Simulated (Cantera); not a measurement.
A perfectly stirred reactor is fed with 3.54 % CH₄, 95.5 % H₂, 0.917 % CO₂, at 67.5 Torr; it is held at 2175 K, and followed from long to short residence time.

Computed with Cantera and GRI-Mech 3.0 (53 species, 325 reactions). GRI-Mech 3.0 stops at C3 and has no aromatics, soot or wall deposition, so with more carbon than oxygen in the feed, carbon stays in small species such as C2H2 where larger ones or solid carbon would form.

Q: Predict: x(CH₄) at τ = 0.470 s; x(H₂) at τ = 0.470 s; x(CO₂) at τ = 0.470 s; x(OH) at τ = 0.470 s; x(C₂H₄) at τ = 0.470 s; x(CH₄) at τ = 27.0 ms; x(H₂) at τ = 27.0 ms; x(CO₂) at τ = 27.0 ms; x(OH) at τ = 27.0 ms; x(C₂H₄) at τ = 27.0 ms.

A: 
```
Item                       Value
----------------------  --------
x(CH₄) at τ = 0.470 s   0.000757
x(H₂) at τ = 0.470 s       0.954
x(CO₂) at τ = 0.470 s    9.61e-6
x(OH) at τ = 0.470 s     2.21e-6
x(C₂H₄) at τ = 0.470 s   3.55e-6
x(CH₄) at τ = 27.0 ms    0.00384
x(H₂) at τ = 27.0 ms       0.952
x(CO₂) at τ = 27.0 ms   0.000146
x(OH) at τ = 27.0 ms     1.02e-5
x(C₂H₄) at τ = 27.0 ms   1.26e-5
```
